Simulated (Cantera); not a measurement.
Input (Python, Cantera) and output of one run.

```python
import numpy as np
import cantera as ct

gas_names = """
    CrO3 H2O OH
""".split()
cond_names = """
    Cr(cr) Cr(L)
""".split()


# ... load() reads the species with a 1 bar reference pressure and builds the phases ...
species = {s.name: s for s in load("nasa_gas.yaml", gas_names) + load("nasa_condensed.yaml", cond_names)}
# Each term lists the table entries of one substance; the one whose range holds T is used.
reactions = {
    'CrO3(g) + 3 H2O(g) = Cr + 6 OH(g)':
        [(-1, ['CrO3']), (-3, ['H2O']), (1, ['Cr(cr)', 'Cr(L)']), (6, ['OH'])],
}


def pick(names, T):
    return next(species[n] for n in names if species[n].thermo.min_temp <= T <= species[n].thermo.max_temp)


results = []
for label, terms in reactions.items():
    print(label)
    print("     T/K   dH/kJ  dS/(J/K)   dG/kJ   log10 K")
    for T in [300, 2050, 2100, 2150, 2200, 2250, 2300, 2350, 2400]:
        used = [(nu, pick(names, T)) for nu, names in terms]
        dH = sum(nu * s.thermo.h(T) for nu, s in used) / 1e6
        dS = sum(nu * s.thermo.s(T) for nu, s in used) / 1e3
        dG = dH - T * dS / 1e3
        logK = -dG * 1e6 / (ct.gas_constant * T * np.log(10))
        results.append((label, T, dH, dS, dG, logK, [s.name for _, s in used]))
        print(f"{T:8g} {dH:8.1f} {dS:8.1f} {dG:8.1f} {logK:8.2f}")
```

Result:

```
CrO3(g) + 3 H2O(g) = Cr + 6 OH(g)
     T/K   dH/kJ  dS/(J/K)   dG/kJ   log10 K
     300   1254.5    293.6   1166.4  -203.09
    2050   1289.1    338.1    596.1   -15.19
    2100   1290.4    338.7    579.2   -14.41
    2150   1311.8    348.8    562.0   -13.65
    2200   1312.3    349.0    544.6   -12.93
    2250   1312.8    349.2    527.1   -12.24
    2300   1313.3    349.4    509.7   -11.57
    2350   1313.7    349.6    492.2   -10.94
    2400   1314.2    349.8    474.7   -10.33
```

Source: NASA polynomial tables (part measured, part estimated), evaluated in Cantera. Condensed species are held in their standard states even where they would react or evaporate.
